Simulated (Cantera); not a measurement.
Charge: 1 mol SiCl₄, 5.2 mol N₂, held at 1323 K and 1.70 mbar.

Method: chemical equilibrium by Gibbs-energy minimisation in Cantera with the NASA 1993 tables (ideal gas, pure condensed phases). Candidate condensed phases: Si, Si₃N₄; 13 gas species. The tables' values for SiCl₃ are old estimates; treat these amounts as uncertain. The numbers say what is thermodynamically allowed, not how fast it happens.

Base state: N₂ 0.837, SiCl₄ 0.159, Cl 0.00164, SiCl₃ 0.00152, SiCl₂ 7.95e-5, Cl₂ 1.99e-5 (mole fractions); condensed: gas only.

Problem. What changes in the equilibrium state with this change: 1.8 mol H₂ added?

Solution. 
```
species         before     after
-------------  -------  --------
N₂               0.837     0.580
HCl                  0     0.283
H₂                   0    0.0718
SiCl₄            0.159    0.0247
SiCl₂          7.95e-5    0.0287
SiCl₃          0.00152    0.0114
SiHCl₃               0  0.000318
H                    0   1.03e-5
Si₃N₄(s), mol        0     0.150
```
N₂ is the only nitrogen source here; it is nearly inert below about 1500 K, so the nitride shown seldom forms there in practice. Further candidate phases: NH₄Cl.
